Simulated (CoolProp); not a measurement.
Vapour pressure (MPa) of R114: the reference equation beside estimates from Tc = 420.6 K, pc = 3.352 MPa, ω = 0.252.

Model: reference Helmholtz-energy equation of state, Platzer 1990, in CoolProp. This equation is an older, rougher fit; its heat capacities, sound speeds and derivatives of the liquid may be far off and weren't checked against measurements.

```
T (K)  reference  Lee-Kesler  van der Waals  Soave-Redlich-Kwong
-----  ---------  ----------  -------------  -------------------
306.1     0.2748      0.2726         0.8171               0.2725
311.2     0.3198      0.3178         0.8863               0.3178
316.4     0.3712      0.3694         0.9607               0.3697
321.5     0.4274      0.4258          1.037               0.4265
326.7     0.4911      0.4897          1.120               0.4910
331.8     0.5602      0.5590          1.204               0.5611
337       0.6378      0.6368          1.294               0.6400
342.1     0.7216      0.7206          1.387               0.7251
347.2     0.8132      0.8123          1.483               0.8183
352.4     0.9152      0.9143          1.586               0.9222
357.5      1.024       1.023          1.691                1.033
362.7      1.145       1.144          1.802                1.156
367.8      1.274       1.272          1.916                1.287
```

Absolute difference from the reference over all 13 rows, mean and median: Lee-Kesler 0.3 and 0.2 %, van der Waals 111.0 and 102.9 %, Soave-Redlich-Kwong 0.6 and 0.6 %.
